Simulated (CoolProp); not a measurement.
Vapour-liquid equilibrium of R143a (1) + R152A (2) at 6.06 kPa; x and y are mole fractions of (1).

Model: multi-fluid Helmholtz-energy mixture model, Lemmon and Jacobsen 2000 and Outcalt 1996; pair parameters Bell 2016, in CoolProp.

```csv
x,bubble temperature (°C),y at the bubble point,dew temperature at overall composition x (°C),liquid density (mol/L)
0.05,-76.1,0.231,-73.8,16.75
0.15,-80.2,0.496,-75.0,16.64
0.25,-83.0,0.642,-76.3,16.50
0.35,-85.1,0.734,-77.8,16.35
0.45,-86.8,0.799,-79.4,16.19
0.55,-88.2,0.848,-81.1,16.02
0.65,-89.4,0.889,-83.2,15.85
0.75,-90.5,0.925,-85.5,15.69
0.85,-91.5,0.956,-88.2,15.52
0.95,-92.4,0.986,-91.3,15.36
```

No azeotrope shows between x = 0.05 and 0.95.

The pair parameters rest on a limited set of measurements; away from them the model extrapolates.
